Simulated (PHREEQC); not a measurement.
Make-up at 25 °C: 63 mmol/kgw HF and 6.8 mmol/kgw HCl. Closed to the air; pH follows from the charge balance.

Equilibrium calculation in PHREEQC: ion-association model, wateq4f.dat.

No solid was allowed to form.

Problem. Order these F species by the share of F that they hold, largest first: H2F2, HF2-, HF, F-.

Solution. HF (74 %), H2F2 (18 %), F- (5.6 %), HF2- (2.0 %)

The pH is 2.00 and the ionic strength 0.0109 mol/kgw. Species that the database lacks are ignored. wateq4f.dat counts part of the HF as a dimer, H2F2, which phreeqc.dat doesn't know; its constant is uncertain.
